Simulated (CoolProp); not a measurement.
The numbers come from the reference Helmholtz-energy equation of state, Lemmon 2006 in CoolProp. It is a short technical equation, of lower accuracy than the large ones.

Question: For R142b, give the phase and the density (kg/m³), isothermal compressibility (1/MPa), viscosity (µPa s) at 350.4 K and 174 bar; 390.3 K and 174 bar; 470 K and 174 bar.

Answer: 
- 350.4 K and 174 bar: liquid; density 1050, isothermal compressibility 0.00371, viscosity 180
- 390.3 K and 174 bar: liquid; density 957, isothermal compressibility 0.00620, viscosity 131
- 470 K and 174 bar: supercritical; density 741, isothermal compressibility 0.0196, viscosity 72.1

Viscosity comes from a separate model (Huber 2003), an estimate that may be off by 10 % or more.
